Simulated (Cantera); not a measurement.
Feed: 1 mol FeCl2, 0.027 mol HCl, 1.5 mol H2, equilibrated at 1477 °C and 36.0 Pa.

Method: chemical equilibrium by Gibbs-energy minimisation in Cantera with the NASA 1993 tables (ideal gas, pure condensed phases). Candidate condensed phases: Fe, FeCl2, FeCl3; 11 gas species. Equilibrium is a limit: real reactors are often held back by kinetics, nucleation or transport.

Base state: H2 0.419, HCl 0.299, FeCl2 0.231, Fe 0.0387, H 0.00793, Cl 0.00437, FeCl 0.000227 (mole fractions); condensed: Fe(δ).

Problem. What changes in the equilibrium state with this change: FeCl2 replaced by NaCl?

Solution. 
| species | before | after |
|---|---|---|
| H2 | 0.419 | 0.542 |
| NaCl | 0 | 0.327 |
| HCl | 0.299 | 0.0655 |
| FeCl2 | 0.231 | 0 |
| Na | 0 | 0.0560 |
| Fe | 0.0387 | 0 |
| FeCl | 0.000227 | 0 |
| Cl | 0.00437 | 0.000841 |
| H | 0.00793 | 0.00902 |
| Fe(δ), mol | 0.285 | 0 |
Further candidate phases: Na, NaCl.

Problem. What changes in the equilibrium state with this change: pressure from 36.0 Pa to 20.0 mbar?

Solution. 
```csv
species,before,after
H2,0.419,0.440
HCl,0.299,0.314
FeCl2,0.231,0.243
Fe,0.0387,0.000697
FeCl3,1.40e-6,1.12e-5
FeCl,0.000227,3.12e-5
Cl,0.00437,0.000600
"Fe(δ), mol",0.285,0.383
```
